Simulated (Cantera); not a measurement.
Input (Python, Cantera) and output of one run.

```python
import numpy as np
import cantera as ct

gas_names = [...]  # 115 gases of nasa_gas.yaml made of C, Ca, H, O
cond_names = """
    C(gr) C6H6(L) C7H8(L) C8H18(L),n-octa Ca(a) Ca(b) Ca(L) CaCO3(caL) CaO(s) CaO(L) CaO2H2(s) H2O(s)
    H2O(L)
""".split()


# ... load() reads the species with a 1 bar reference pressure and builds the phases ...
atoms = {
    'Ca(OH)2': {'Ca': 1, 'O': 2, 'H': 2},
    'H2O': {'H': 2, 'O': 1},
    'CO2': {'C': 1, 'O': 2},
}
top_T = {'C(gr)': 4500}  # K; cautious upper limits of use, not melting points


# ... equilibrate(T, P, feed) seeds the gas with the atoms and calls Mixture.equilibrate('TP', solver="vcs", rtol=1e-11, max_steps=5000) ...
results = []
feed = {'Ca(OH)2': 1, 'H2O': 2.2, 'CO2': 0.1}  # mol
P = 2400  # Pa
for T in [1698, 1773, 1848, 1923, 1998, 2073, 2148]:
    mix = equilibrate(T, P, feed)
    results.append((T, P, feed, dict(zip(mix.species_names, mix.species_moles))))

top = {s: max(r[3][s] / sum(r[3][g] for g in gas_names) for r in results) for s in gas_names}
cols = sorted((s for s in top if top[s] > 1e-05), key=lambda s: -top[s])[:5]
seen = [c for c in cond_names if any(r[3].get(c, 0) > 1e-12 for r in results)]
print("log10 of partial pressures in bar; condensed amounts in mol")
print(f"{'T/K':>10s}" + "".join(f"{s[:9]:>10s}" for s in cols + seen))
for T, P, feed, n in results:
    ng = sum(n[g] for g in gas_names)
    print(f"{T:10.4g}" + "".join(f"{np.log10(max(n[s] / ng * P / 1e5, 1e-99)):10.3f}" for s in cols)
          + "".join(f"{n.get(c, 0):10.4g}" for c in seen))
```

Output:

```
log10 of partial pressures in bar; condensed amounts in mol
       T/K       H2O        H2       CO2        O2        OH    CaO(s)
      1698    -1.636    -4.124    -3.144    -4.435    -4.702         1
      1773    -1.637    -3.907    -3.148    -4.220    -4.437         1
      1848    -1.640    -3.708    -3.155    -4.023    -4.195    0.9999
      1923    -1.644    -3.525    -3.166    -3.842    -3.972    0.9998
      1998    -1.649    -3.357    -3.181    -3.677    -3.768    0.9997
      2073    -1.657    -3.203    -3.203    -3.526    -3.580    0.9994
      2148    -1.668    -3.061    -3.233    -3.389    -3.408     0.999
```

These are equilibrium values from Cantera (NASA tables, ideal gas, pure condensed phases), not measurements of a reactor.
